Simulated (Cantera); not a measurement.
Charge: 1 mol TiCl4, a varied amount of C3H8, 200 mol H2, equilibrated at 1650 K and 68000 Pa.

These are equilibrium values from Cantera (NASA tables, ideal gas, pure condensed phases), not measurements of a reactor. Candidate condensed phases: C, C6H6, C7H8, C8H18, Ti, TiC, TiCl2, TiCl3, TiCl4; 96 gas species. TiC: taken at fixed stoichiometry. Rates play no part.

Problem. At 0.49 mol C3H8, list the 5 most abundant gas species with their mole fractions, and the condensed phases.

Solution. H2 0.979, HCl 0.0196, CH4 0.000867, H 0.000109, C2H2 (acetylene) 4.47e-5. Condensed: C(graphite) + TiC(s).
